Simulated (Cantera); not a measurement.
# Stirred combustor or abatement burner

A perfectly stirred reactor is fed with CH4 : H2 : O2 : N2 = 1 : 0.18 : 3.87 : 14.6 (molar parts), equivalence ratio 0.54, at 100000 Pa; it is adiabatic with a 475 K inlet, and is followed from long to short residence time, starting on the burning branch (τ in s: 0.12, 0.052, 0.023, 0.01, 0.0046, 0.002, 0.0009, 0.0004, 0.00018, 7.8e-05, 3.5e-05, 1.5e-05, 6.8e-06).

Computed with Cantera and GRI-Mech 3.0 (53 species, 325 reactions).

| τ (s) | T (K) | x CH4 | x H2 | x O2 | x CH2O | x CH2 | x C2H2 |
|---|---|---|---|---|---|---|---|
| 0.12 | 1696 | 1.13e-5 | 7.03e-5 | 0.0909 | 1.08e-6 | 2.71e-8 | 8.47e-10 |
| 0.052 | 1692 | 1.92e-5 | 0.000120 | 0.0909 | 1.94e-6 | 5.59e-8 | 1.33e-9 |
| 0.023 | 1687 | 3.21e-5 | 0.000204 | 0.0910 | 3.42e-6 | 1.10e-7 | 1.91e-9 |
| 0.010 | 1677 | 5.46e-5 | 0.000347 | 0.0911 | 6.05e-6 | 2.12e-7 | 2.66e-9 |
| 0.0046 | 1664 | 9.06e-5 | 0.000561 | 0.0914 | 1.03e-5 | 3.76e-7 | 3.60e-9 |
| 0.0020 | 1641 | 0.000161 | 0.000921 | 0.0922 | 1.82e-5 | 6.71e-7 | 5.28e-9 |
| 0.00090 | 1605 | 0.000299 | 0.00144 | 0.0936 | 3.24e-5 | 1.14e-6 | 8.98e-9 |
| 0.00040 | 1546 | 0.000659 | 0.00227 | 0.0970 | 6.44e-5 | 1.97e-6 | 2.25e-8 |
| 0.00018 | 475 | 0.0509 | 0.00916 | 0.197 | <1e-12 | <1e-12 | <1e-12 |
| 7.8e-5 | 475 | 0.0509 | 0.00916 | 0.197 | <1e-12 | <1e-12 | <1e-12 |
| 3.5e-5 | 475 | 0.0509 | 0.00916 | 0.197 | <1e-12 | <1e-12 | <1e-12 |
| 1.5e-5 | 475 | 0.0509 | 0.00916 | 0.197 | <1e-12 | <1e-12 | <1e-12 |
| 6.8e-6 | 475 | 0.0509 | 0.00916 | 0.197 | <1e-12 | <1e-12 | <1e-12 |
x: mole fraction; the columns are a selection and need not sum to one.
